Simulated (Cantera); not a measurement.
A closed system holds: 1 mol n-butane, 0.48 mol H2O, 0.46 mol H2, equilibrated at 1998 K and 0.133 bar.

Cantera equilibrium calculation (NASA polynomials, part measured and part estimated; ideal gas, pure solids and liquids). Equilibrium is a limit: real reactors are often held back by kinetics, nucleation or transport.

| species | before | after |
|---|---|---|
| H2 | 0.920 | 0.925 |
| CO | 0.0746 | 0.0748 |
| CH4 | 4.82e-5 | 0.000331 |
| H | 0.00421 | 3.42e-5 |
| C2H2 (acetylene) | 0.000698 | 6.17e-6 |
| H2O | 1.08e-6 | 1.90e-5 |
| C(graphite), mol | 3.51 | 3.52 |
Gas species are given as mole fractions.

Task: Name the change that produced these shifts.
A) pressure from 0.133 bar to 0.0133 bar
B) temperature from 1998 K to 2700 K
C) temperature from 1998 K to 3023.15 K
D) temperature from 1998 K to 1475 K

Result: D, temperature from 1998 K to 1475 K
